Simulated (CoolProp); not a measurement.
Vapour-liquid equilibrium of neopentane (1) + n-pentane (2) at 0.0822 MPa; x and y are mole fractions of (1).

Values from CoolProp's multi-fluid Helmholtz-energy mixture model, Lemmon 2006 and Thol 2019; pair parameters Bell 2016.

Q: Give the bubble temperature and the first vapour's composition at x = 0.5, 0.65, 0.8. Is there an azeotrope?

A: x = 0.5: 287.1 K, y = 0.720; x = 0.65: 283.7 K, y = 0.828; x = 0.8: 280.6 K, y = 0.912. No azeotrope shows between x = 0.05 and 0.95.

Pair parameters are fitted to limited data, so mixtures are less certain than the pure fluids.
